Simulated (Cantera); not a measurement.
Charge: 1 mol Si2H6, 0.2 mol O3, 4.7 mol H2, equilibrated at 0.0100 bar.

Equilibrium computed with Cantera from the NASA thermochemical tables; the gas is ideal and each condensed phase is pure. Candidate condensed phases: H2O, Si, SiO2; 18 gas species. The feed counts by its element totals alone. Gases not in the tables: Si2H6 and higher silanes. The numbers say what is thermodynamically allowed, not how fast it happens.

At 1698 K, list the 4 most abundant gas species with their mole fractions, and the condensed phases.

H2 0.926, SiO 0.0722, H 0.00139, Si 6.57e-5. Condensed: Si(l).
